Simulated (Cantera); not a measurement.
Charge: 1 mol Si, 0.017 mol O₂, 390 mol N₂, held at 0.270 Pa.

Method: chemical equilibrium by Gibbs-energy minimisation in Cantera with the NASA 1993 tables (ideal gas, pure condensed phases). Candidate condensed phases: Si, SiO₂, Si₂N₂O, Si₃N₄; 16 gas species. N₂ is the only nitrogen source here; it is nearly inert below about 1500 K, so the nitride shown seldom forms there in practice. Mutual solubility and eutectic melting of coexisting phases are not modelled. Rates play no part.

Question: Which condensed phases are stable at each of these points (T (K)): 1198, 1298, 1398, 1498, 1598, 1698, 1798, 1898, 1998?

Answer: 
```json
[
 {"T (K)": "1198", "condensed phases": "Si₂N₂O(s) + Si₃N₄(s)", "Si condensed (%)": "99.7"},
 {"T (K)": "1298", "condensed phases": "Si₃N₄(s)", "Si condensed (%)": "96.4"},
 {"T (K)": "1398", "condensed phases": "Si(s)", "Si condensed (%)": "85.2"},
 {"T (K)": "1498", "condensed phases": "gas only", "Si condensed (%)": "0.0"},
 {"T (K)": "1598", "condensed phases": "gas only", "Si condensed (%)": "0.0"},
 {"T (K)": "1698", "condensed phases": "gas only", "Si condensed (%)": "0.0"},
 {"T (K)": "1798", "condensed phases": "gas only", "Si condensed (%)": "0.0"},
 {"T (K)": "1898", "condensed phases": "gas only", "Si condensed (%)": "0.0"},
 {"T (K)": "1998", "condensed phases": "gas only", "Si condensed (%)": "0.0"}
]
```

At 1198 K the condensed part is Si₂N₂O(s) + Si₃N₄(s). At 1298 K the condensed part is Si₃N₄(s). At 1398 K the condensed part is Si(s). From 1498 K to 1998 K nothing is condensed.
